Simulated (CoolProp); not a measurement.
A Linde-Hampson liquefier for ethane: isothermal reversible compression at 320 K from 1 atm to 40 MPa, throttling to 1 atm, return gas leaving the recuperator 2 K below the feed. Each further row changes one setting.

Values from CoolProp's reference Helmholtz-energy equation of state, Bücker 2006.

```json
[
 {"case": "as stated", "liquid yield per pass": "[?]", "compression work (kJ/kg of gas)": "414"},
 {"case": "high pressure 80 MPa", "liquid yield per pass": "0.407", "compression work (kJ/kg of gas)": "[?]"},
 {"case": "warm-end temperature 350 K", "liquid yield per pass": "[?]", "compression work (kJ/kg of gas)": "[?]"},
 {"case": "warm-end gap 7 K", "liquid yield per pass": "0.451", "compression work (kJ/kg of gas)": "414"}
]
```

### Question
Fill in the missing entries.

### Answer

- as stated, liquid yield per pass: 0.458
- high pressure 80 MPa, compression work (kJ/kg of gas): 499
- warm-end temperature 350 K, liquid yield per pass: 0.389
- warm-end temperature 350 K, compression work (kJ/kg of gas): 482
